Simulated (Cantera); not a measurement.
## Formation from one mole of O2

Cantera with NASA thermochemical tables; ideal gases at 1 bar, condensed phases pure. Values are per mole of reaction as written; species without (g) are pure solids or liquids, kept so even where they would boil at 1 bar.

C + O2(g) ⇌ CO2(g)

```csv
T (K),ΔH° (kJ),ΔS° (J/K),ΔG° (kJ),log10 K
475,-393.6,2.6,-394.9,43.42
575,-393.8,2.3,-395.1,35.89
675,-393.9,2.1,-395.3,30.59
775,-394.1,1.8,-395.5,26.66
875,-394.3,1.5,-395.7,23.62
975,-394.6,1.3,-395.8,21.21
```

2 Si + O2(g) ⇌ 2 SiO(g)

```csv
T (K),ΔH° (kJ),ΔS° (J/K),ΔG° (kJ),log10 K
475,-202.9,175.0,-286.0,31.45
575,-204.3,172.3,-303.4,27.56
675,-205.8,170.0,-320.5,24.80
775,-207.2,167.9,-337.4,22.74
875,-208.8,166.1,-354.1,21.14
975,-210.4,164.3,-370.6,19.86
```

0.6667 Cr + O2(g) ⇌ 0.6667 CrO3(g)

```json
[
 {"T (K)": "475", "ΔH° (kJ)": "-196.1", "ΔS° (J/K)": "-45.8", "ΔG° (kJ)": "-174.4", "log10 K": "19.17"},
 {"T (K)": "575", "ΔH° (kJ)": "-196.4", "ΔS° (J/K)": "-46.3", "ΔG° (kJ)": "-169.8", "log10 K": "15.42"},
 {"T (K)": "675", "ΔH° (kJ)": "-196.6", "ΔS° (J/K)": "-46.7", "ΔG° (kJ)": "-165.1", "log10 K": "12.78"},
 {"T (K)": "775", "ΔH° (kJ)": "-196.8", "ΔS° (J/K)": "-46.9", "ΔG° (kJ)": "-160.4", "log10 K": "10.81"},
 {"T (K)": "875", "ΔH° (kJ)": "-197.0", "ΔS° (J/K)": "-47.2", "ΔG° (kJ)": "-155.7", "log10 K": "9.30"},
 {"T (K)": "975", "ΔH° (kJ)": "-197.3", "ΔS° (J/K)": "-47.6", "ΔG° (kJ)": "-151.0", "log10 K": "8.09"}
]
```

Nb + O2(g) ⇌ NbO2

| T (K) | ΔH° (kJ) | ΔS° (J/K) | ΔG° (kJ) | log10 K |
|---|---|---|---|---|
| 475 | -793.6 | -183.6 | -706.4 | 77.68 |
| 575 | -792.4 | -181.5 | -688.1 | 62.51 |
| 675 | -791.1 | -179.3 | -670.1 | 51.85 |
| 775 | -789.5 | -177.1 | -652.2 | 43.96 |
| 875 | -787.6 | -174.7 | -634.7 | 37.89 |
| 975 | -785.3 | -172.3 | -617.3 | 33.07 |
